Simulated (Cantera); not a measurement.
Input: 1 mol SO₂, 0.07 mol H₂, 0.26 mol O₂, equilibrated at 1925 K.

Cantera equilibrium calculation (NASA polynomials, part measured and part estimated; ideal gas, pure solids and liquids). Candidate condensed phases: H₂O, H₂SO₄, S; 19 gas species. The ideal-gas law is rough above about 30 bar. Equilibrium is a limit: real reactors are often held back by kinetics, nucleation or transport.

### Question
At 225000 Torr, list the 6 most abundant gas species with their mole fractions, and the condensed phases.

### Answer
SO₂ 0.750, O₂ 0.159, H₂O 0.0549, SO₃ 0.0362, OH 0.000232, H₂SO₄ 1.99e-5. Condensed: gas only.
